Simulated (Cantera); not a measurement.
Feed: 1 mol SiCl₄, 2.7 mol NH₃, 47 mol N₂, equilibrated at 1202 °C and 0.133 bar.

Cantera equilibrium calculation (NASA polynomials, part measured and part estimated; ideal gas, pure solids and liquids). Candidate condensed phases: NH₄Cl, Si, Si₃N₄; 28 gas species. The tables' values for SiCl₃ are old estimates; treat these amounts as uncertain. Equilibrium is a limit: real reactors are often held back by kinetics, nucleation or transport.

Base state: N₂ 0.888, HCl 0.0678, H₂ 0.0414, SiCl₂ 0.00136, SiCl₄ 0.000587, SiCl₃ 0.000484, SiHCl₃ 3.40e-5 (mole fractions); condensed: Si₃N₄(s).

Task: What changes in the equilibrium state with this change: temperature from 1202 °C to 852 °C?

Result: 
```csv
species,before,after
N₂,0.888,0.889
HCl,0.0678,0.0687
H₂,0.0414,0.0410
SiCl₂,0.00136,1.80e-6
SiCl₄,0.000587,0.00142
SiCl₃,0.000484,1.44e-5
SiHCl₃,3.40e-5,1.47e-5
"Si₃N₄(s), mol",0.289,0.307
```

Task: What changes in the equilibrium state with this change: N₂ from 47 to 2.5 mol?

Result: 
```csv
species,before,after
N₂,0.888,0.365
HCl,0.0678,0.333
H₂,0.0414,0.270
SiCl₄,0.000587,0.0146
SiH₂Cl₂,3.09e-7,1.35e-5
SiHCl₃,3.40e-5,0.00112
SiCl₃,0.000484,0.00626
SiCl₂,0.00136,0.00911
H,7.23e-6,1.85e-5
"Si₃N₄(s), mol",0.289,0.237
```
